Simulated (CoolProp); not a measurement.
Properties of cis-2-butene along the isobar 0.883 MPa.

Computed with CoolProp (reference Helmholtz-energy equation of state, Lemmon 2005). It is a short technical equation, of lower accuracy than the large ones.

```tsv
T (K)	phase	cv (kJ/(kg K))	expansivity (1/kK)
214.7	liquid	1.349	1.459
259	liquid	1.419	1.640
303.4	liquid	1.530	1.985
347.7	liquid	1.669	2.753
392	gas	1.713	3.767
436.3	gas	1.855	2.964
480.7	gas	2.006	2.498
525	gas	2.154	2.185
```
